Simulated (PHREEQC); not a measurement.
A solution holds 5.6 mmol/kgw Ni(NO3)2, 20 mmol/kgw Na2SO4 and 73 mmol/kgw NiCl2, at 25 °C. Closed to the air; pH follows from the charge balance.

Computed with PHREEQC (ion-association model, wateq4f.dat).

This is a speciation only: nothing precipitates in the calculation.

Predict the pH, ionic strength.

pH 5.84; ionic strength 0.241 mol/kgw.

In which forms is Cl present?

Cl- 94 %, NiCl+ 4.1 %, NiCl2 2.0 % of the Cl.

Species that the database lacks are ignored.
